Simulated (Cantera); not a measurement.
Charge: 1 mol SiC, 0.52 mol CO2, 78 mol H2, 0.1 mol N2O, at 1525 °C and 790 Pa.

Cantera equilibrium calculation (NASA polynomials, part measured and part estimated; ideal gas, pure solids and liquids). Equilibrium is a limit: real reactors are often held back by kinetics, nucleation or transport.

```
species            before     after
----------------  -------  --------
H2                  0.980     0.961
H                 0.00393    0.0212
CO                 0.0105    0.0115
Si                7.64e-5   0.00218
SiO               0.00387   0.00275
Si2C              8.04e-7   6.64e-5
SiH               7.71e-6  0.000122
C2H2 (acetylene)  2.53e-6   3.58e-5
SiH2              5.66e-6   3.48e-5
HCN               2.60e-5  0.000111
N2                0.00125   0.00119
SiC(s), mol         0.685     0.579
```
Gas species are given as mole fractions.

Task: Which change was made?
A. temperature from 1525 °C to 902 °C
B. temperature from 1525 °C to 1850 °C
C. temperature from 1525 °C to 1752 °C
D. temperature from 1525 °C to 1352 °C

Result: C, temperature from 1525 °C to 1752 °C. Gases not in the tables: Si2H6 and higher silanes
